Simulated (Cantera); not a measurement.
Charge: 1 mol (CH3)2SiCl2, 0.24 mol C3H8, 19 mol H2, held at 1200 K.

Equilibrium computed with Cantera from the NASA thermochemical tables; the gas is ideal and each condensed phase is pure. Candidate condensed phases: C, C6H6, C7H8, C8H18, Si, SiC; 109 gas species. The feed counts by its element totals alone. The tables' values for SiCl3 are old estimates; treat these amounts as uncertain. The numbers say what is thermodynamically allowed, not how fast it happens.

**Question.** At 46000 Pa, list the 5 most abundant gas species with their mole fractions, and the condensed phases.

**Answer.** H2 0.912, HCl 0.0806, CH4 0.00605, SiCl4 0.000659, SiHCl3 0.000203. Condensed: C(graphite) + SiC(s).
